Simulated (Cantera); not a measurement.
Charge: 1 mol CF4, a varied amount of H2, held at 2798 K and 10.0 mbar.

Method: chemical equilibrium by Gibbs-energy minimisation in Cantera with the NASA 1993 tables (ideal gas, pure condensed phases). Candidate condensed phases: C, C6H6, C7H8, C8H18; 95 gas species. The numbers say what is thermodynamically allowed, not how fast it happens.

x: gas mole fraction; n: condensed amount in mol.

```csv
n(H2) (mol),x HF,x F,x H,x H2,x CF,x CF2,n C(graphite)
1.2,0.602,0.343,0.00484,3.56e-5,0.0252,0.0206,0.776
1.5,0.737,0.224,0.00908,0.000125,0.0165,0.00880,0.855
1.9,0.880,[?],[?],[?],[?],[?],0.927
2.4,0.818,0.0172,0.131,0.0261,0.00127,5.18e-5,0.929
3,[?],[?],[?],[?],[?],[?],0.898
3.9,0.569,0.00543,0.289,0.127,0.000400,5.17e-6,0.846
4.9,0.474,0.00387,0.338,0.173,0.000285,2.62e-6,0.786
```

Question: Fill in the missing entries.

Answer: 
- 3, x HF: 0.697
- 3, x F: 0.00891
- 3, x H: 0.216
- 3, x H2: 0.0706
- 3, x CF: 0.000656
- 3, x CF2: 1.39e-5
- 1.9, x F: 0.0759
- 1.9, x H: 0.0320
- 1.9, x H2: 0.00155
- 1.9, x CF: 0.00559
- 1.9, x CF2: 0.00101
